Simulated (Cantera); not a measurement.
# Equilibrium for carbon deposition, reforming and gasification: toluene + H2O + H2 + O2

Input: 1 mol toluene, 0.13 mol H2O, 4.8 mol H2, 0.034 mol O2, equilibrated at 2575 K and 0.000120 bar.

Equilibrium computed with Cantera from the NASA thermochemical tables; the gas is ideal and each condensed phase is pure. Candidate condensed phases: C, C6H6, C7H8, C8H18, H2O; 110 gas species. Equilibrium is a limit: real reactors are often held back by kinetics, nucleation or transport.

- x(H): 0.889
- x(H2): 0.0791
- x(C3): 0.0128
- x(CO): 0.0116
- x(C): 0.00377
- x(C2): 0.00120
- x(C2H2 (acetylene)): 0.00116
- x(C2H): 0.00110
- x(C5): 5.25e-5
- n(C(graphite)): 5.96 mol
- gas amount: 17.00 mol
